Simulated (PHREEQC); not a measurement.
Dissolve 99 mmol/kgw KHSO4 at 25 °C. Closed to the air; pH follows from the charge balance.

All values are PHREEQC results (ion-association model, wateq4f.dat), not measurements.

Each row changes one thing in this solution. This is a speciation only: nothing precipitates in the calculation.

```csv
case,pH,ionic strength (mol/kgw),K+ (mol/kgw)
as made,1.45,0.174,0.0919
KHSO4 from 0.099 to 0.0198 mol/kgw,1.97,0.0435,0.0191
0.085 mol/kgw NaCl added,1.43,0.259,0.0928
KHSO4 from 0.099 to 0.149 mol/kgw,1.31,0.247,0.137
diluted 100-fold with water,3.06,0.00283,0.000985
KHSO4 replaced by KF at the same molality,8.04,0.0990,0.0990
KHSO4 replaced by KBr at the same molality,6.98,0.0990,0.0990
```
